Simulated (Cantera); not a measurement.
**Equilibrium for titanium nitride, carbide and oxide coatings: Ti(OiPr)4 + H2**

Charge: 1 mol Ti(OiPr)4, 2.4 mol H2, equilibrated at 0.100 bar.

Cantera equilibrium calculation (NASA polynomials, part measured and part estimated; ideal gas, pure solids and liquids). Candidate condensed phases: C, C6H6, C7H8, C8H18, H2O, Ti, TiC, TiO, TiO2, Ti2O3, Ti3O5, Ti4O7; 113 gas species. The feed counts by its element totals alone. TiC: taken at fixed stoichiometry. The numbers say what is thermodynamically allowed, not how fast it happens.

```csv
T (°C),log p H2,log p CO,log p H,log p C2H2 (acetylene),log p CH4,n C(graphite),n TiC(s)
1202,-1.09,-1.71,-5.43,-6.27,-4.73,7.00,1.00
1252,-1.09,-1.71,-5.17,-6.01,-4.83,7.00,1.00
1302,-1.09,-1.71,-4.93,-5.77,-4.93,7.00,1.00
1352,-1.09,-1.71,-4.70,-5.54,-5.02,7.00,1.00
1402,-1.10,-1.71,-4.48,-5.33,-5.11,7.00,1.00
1452,-1.10,-1.71,-4.28,-5.13,-5.19,7.00,1.00
1502,-1.10,-1.71,-4.09,-4.94,-5.27,6.99,1.00
1552,-1.10,-1.71,-3.90,-4.76,-5.34,6.99,1.00
1602,-1.10,-1.71,-3.73,-4.60,-5.41,6.99,1.00
1652,-1.10,-1.71,-3.57,-4.44,-5.47,6.98,1.00
1702,-1.10,-1.71,-3.41,-4.28,-5.54,6.98,1.00
1752,-1.10,-1.71,-3.26,-4.14,-5.60,6.97,1.00
1802,-1.10,-1.71,-3.12,-4.01,-5.65,6.96,1.000
1852,-1.10,-1.71,-2.99,-3.88,-5.71,6.94,1.000
```
log p: log10 of the partial pressure in bar; n: condensed amount in mol.

From 1202 °C to 1852 °C the condensed part is C(graphite) + TiC(s).
